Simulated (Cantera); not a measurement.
Input (Python, Cantera):

```python
import numpy as np
import cantera as ct

gas = ct.Solution("gri30.yaml", transport_model="mixture-averaged")
show = ['CH4', 'C2H2', 'H2O']

rows = []
print(f"{'T/K':>7s}{'rho':>11s}{'cp':>10s}{'mu':>11s}{'lambda':>11s}{'Pr':>7s}" + "".join(f"{'D_' + s:>11s}" for s in show))
for T in [400, 650, 900, 1150, 1400, 1650, 1900, 2150, 2400]:
    gas.TPX = T, 10000, {'C3H8': 0.21, 'CH4': 0.8}
    Pr = gas.cp_mass * gas.viscosity / gas.thermal_conductivity
    D = [gas.mix_diff_coeffs_mole[gas.species_index(s)] for s in show]
    rows.append([gas.density, gas.cp_mass, gas.viscosity, gas.thermal_conductivity, Pr, *D])
    print(f"{T:7g}{gas.density:11.4e}{gas.cp_mass:10.1f}{gas.viscosity:11.4e}"
          f"{gas.thermal_conductivity:11.4e}{Pr:7.3f}" + "".join(f"{d:11.4e}" for d in D))
print("SI units: kg/m3, J/kg/K, Pa s, W/m/K, m2/s")
```

Result:

```
    T/K        rho        cp         mu     lambda     Pr      D_CH4     D_C2H2      D_H2O
    400 6.5777e-02    2361.9 1.3376e-05 4.5583e-02  0.693 2.1674e-04 2.5500e-04 3.3642e-04
    650 4.0478e-02    3310.9 1.9507e-05 9.1210e-02  0.708 5.1734e-04 6.0824e-04 8.4980e-04
    900 2.9234e-02    4064.2 2.4623e-05 1.4081e-01  0.711 9.0908e-04 1.0686e-03 1.5386e-03
   1150 2.2879e-02    4640.7 2.9136e-05 1.9016e-01  0.711 1.3801e-03 1.6221e-03 2.3760e-03
   1400 1.8793e-02    5071.9 3.3246e-05 2.3786e-01  0.709 1.9230e-03 2.2601e-03 3.3455e-03
   1650 1.5946e-02    5405.7 3.7063e-05 2.8342e-01  0.707 2.5327e-03 2.9767e-03 4.4361e-03
   1900 1.3848e-02    5663.7 4.0657e-05 3.2670e-01  0.705 3.2054e-03 3.7674e-03 5.6402e-03
   2150 1.2238e-02    5864.4 4.4073e-05 3.6770e-01  0.703 3.9382e-03 4.6289e-03 6.9523e-03
   2400 1.0963e-02    6022.9 4.7345e-05 4.0649e-01  0.702 4.7289e-03 5.5583e-03 8.3683e-03
SI units: kg/m3, J/kg/K, Pa s, W/m/K, m2/s
```

Detailed kinetics in Cantera: GRI-Mech 3.0 (53 species, 325 reactions). The composition is frozen, though it would react at the higher temperatures.
